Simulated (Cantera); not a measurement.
Feed: 1 mol SiH2Cl2, 67 mol N2, equilibrated at 1127 °C and 35.0 Pa.

Cantera equilibrium calculation (NASA polynomials, part measured and part estimated; ideal gas, pure solids and liquids). Candidate condensed phases: NH4Cl, Si, Si3N4; 28 gas species. N2 is the only nitrogen source here; it is nearly inert below about 1500 K, so the nitride shown seldom forms there in practice. The tables' values for SiCl3 are old estimates; treat these amounts as uncertain. Rates play no part.

Base state: N2 0.971, HCl 0.0154, H2 0.00687, SiCl2 0.00667, SiCl3 0.000115, Cl 3.97e-5, H 2.16e-5 (mole fractions); condensed: Si3N4(s).

### Question
What changes in the equilibrium state with this change: temperature from 1127 °C to 727 °C?

### Answer
```
species          before    after
-------------  --------  -------
N2                0.971    0.972
HCl              0.0154   0.0243
H2              0.00687  0.00248
SiCl2           0.00667  5.35e-6
SiCl4           8.43e-6  0.00123
H               2.16e-5  6.04e-9
Cl              3.97e-5  5.51e-8
SiCl3          0.000115  1.65e-5
Si3N4(s), mol     0.178    0.305
```

### Question
What changes in the equilibrium state with this change: pressure from 35.0 Pa to 100000 Pa?

### Answer
```json
[
 {"species": "N2", "before": "0.971", "after": "0.972"},
 {"species": "HCl", "before": "0.0154", "after": "0.0218"},
 {"species": "H2", "before": "0.00687", "after": "0.00374"},
 {"species": "SiCl2", "before": "0.00667", "after": "0.000122"},
 {"species": "SiCl4", "before": "8.43e-6", "after": "0.00163"},
 {"species": "SiHCl3", "before": "2.67e-7", "after": "1.98e-5"},
 {"species": "H", "before": "2.16e-5", "after": "2.97e-7"},
 {"species": "Si3N4(s), mol", "before": "0.178", "after": "0.288"}
]
```
